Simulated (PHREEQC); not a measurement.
Phosphoric acid bath: an equilibrium model

Consider water at 25 °C with 0.002 mol H3PO4, 6.9e-05 mol K2HPO4 and 0.0028 mol NiSO4 per kg of water. Closed to the air; pH follows from the charge balance.

All values are PHREEQC results (ion-association model, wateq4f.dat), not measurements.

```json
{
 "pH": "2.89",
 "ionic_strength": "0.0109 mol/kgw",
 "total_alkalinity": "-1.93 meq/kg"
}
```

```tsv
species	molality	activity	log γ
Ni+2	0.00237	0.00155	-0.186
SO4-2	0.00217	0.00143	-0.182
H2PO4-	0.00177	0.00159	-0.045
H+	0.00143	0.00130	-0.041
NiSO4	0.000429	0.000430	0.001
H3PO4	0.000304	0.000305	0.001
HSO4-	0.000200	0.000180	-0.046
```

No solid was allowed to form. H3PO4, which wateq4f.dat lacks, is added to it with the constant of phreeqc.dat. The database has no phosphate complexes of Ni.
